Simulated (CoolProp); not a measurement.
Model: reference Helmholtz-energy equation of state, Thol 2015, in CoolProp.

For 1,2-dichloroethane, give the phase and the cp (kJ/(kg K)), cv (kJ/(kg K)), isothermal compressibility (1/MPa) at 257.3 K and 0.789 MPa.


- 257.3 K and 0.789 MPa: liquid; cp 1.28, cv 0.906, isothermal compressibility 0.000588
